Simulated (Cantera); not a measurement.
Source: NASA polynomial tables (part measured, part estimated), evaluated in Cantera. Values are per mole of reaction as written; species without (g) are pure solids or liquids, kept so even where they would boil at 1 bar.

a) 2 H2(g) + O2(g) ⇌ 2 H2O(g)
b) 2 Ti + O2(g) ⇌ 2 TiO(g)
c) C + O2(g) ⇌ CO2(g)
d) Nb + O2(g) ⇌ NbO2(g)

Order these by ΔG° at 1123 K, most negative first.

c (-396 kJ), a (-371 kJ), d (-230 kJ), b (-105 kJ)
